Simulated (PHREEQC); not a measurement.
A solution holds 0.0044 mol Cu(BF4)2, 3.1e-05 mol HCl and 0.11 mol NaCl per kg of water, at 25 °C. Closed to the air; pH follows from the charge balance.

Equilibrium calculation in PHREEQC: ion-association model, phreeqc.dat.

The pH is 2.91, the ionic strength comes out as 0.124 mol/kgw and the density is 1.003 g/cm³. The total alkalinity is -26.4 meq/kg.

```
species  molality  activity   log γ
-------  --------  --------  ------
Na+         0.110    0.0850  -0.112
Cl-         0.110    0.0823  -0.124
BF4-      0.00662   0.00510  -0.114
Cu+2      0.00389   0.00147  -0.424
HF        0.00332   0.00341   0.012
F-        0.00248   0.00185  -0.128
H+        0.00151   0.00123  -0.088
H3BO3     0.00118   0.00121   0.012
```

Precipitation was switched off in this run. Real BF4- forms and hydrolyses slowly; the run takes it at equilibrium.
